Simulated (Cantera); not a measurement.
Cantera run:

```python
import numpy as np
import cantera as ct

gas_names = """
    H HNO HNO2 HNO3 HO2 H2 H2O H2O2 N NH NH2 NH3 NH2OH NO NO2 NO3 N2 N2H2 N2H4 N2O O OH O2 O3 Si SiH
    SiH2 SiH3 SiH4 SiN SiO SiO2 Si2 Si2N Si3
""".split()
cond_names = """
    H2O(s) H2O(L) Si(cr) Si(L) SiO2(Lqz) SiO2(hqz) SiO2(L) Si2N2O(s) Si3N4(a)
""".split()


# ... load() reads the species with a 1 bar reference pressure and builds the phases ...
atoms = {
    'SiH4': {'Si': 1, 'H': 4},
    'N2O': {'N': 2, 'O': 1},
    'N2': {'N': 2},
}
top_T = {'Si2N2O(s)': 2100, 'Si3N4(a)': 2400}  # K; cautious upper limits of use, not melting points


# ... equilibrate(T, P, feed) seeds the gas with the atoms and calls Mixture.equilibrate('TP', solver="vcs", rtol=1e-11, max_steps=5000) ...
results = []
feed = {'SiH4': 1, 'N2O': 3.7, 'N2': 1.4}  # mol
P = 95  # Pa
for T in [723, 748, 773, 798, 823, 848, 873, 898, 923, 948, 973]:
    mix = equilibrate(T, P, feed)
    results.append((T, P, feed, dict(zip(mix.species_names, mix.species_moles))))

top = {s: max(r[3][s] / sum(r[3][g] for g in gas_names) for r in results) for s in gas_names}
cols = sorted((s for s in top if top[s] > 1e-05), key=lambda s: -top[s])[:5]
seen = [c for c in cond_names if any(r[3].get(c, 0) > 1e-12 for r in results)]
print("log10 of partial pressures in bar; condensed amounts in mol")
print(f"{'T/K':>10s}" + "".join(f"{s[:9]:>10s}" for s in cols + seen))
for T, P, feed, n in results:
    ng = sum(n[g] for g in gas_names)
    print(f"{T:10.4g}" + "".join(f"{np.log10(max(n[s] / ng * P / 1e5, 1e-99)):10.3f}" for s in cols)
          + "".join(f"{n.get(c, 0):10.4g}" for c in seen))
```

It prints:

```
log10 of partial pressures in bar; condensed amounts in mol
       T/K        N2       H2O        H2 SiO2(Lqz) SiO2(hqz)
       723    -3.166    -3.643    -4.396         1         0
       748    -3.166    -3.643    -4.396         1         0
       773    -3.166    -3.643    -4.396         1         0
       798    -3.166    -3.643    -4.396         1         0
       823    -3.166    -3.643    -4.396         1         0
       848    -3.166    -3.643    -4.396         0         1
       873    -3.166    -3.643    -4.396         0         1
       898    -3.166    -3.643    -4.396         0         1
       923    -3.166    -3.643    -4.396         0         1
       948    -3.166    -3.643    -4.396         0         1
       973    -3.166    -3.643    -4.396         0         1
```

Cantera equilibrium calculation (NASA polynomials, part measured and part estimated; ideal gas, pure solids and liquids).
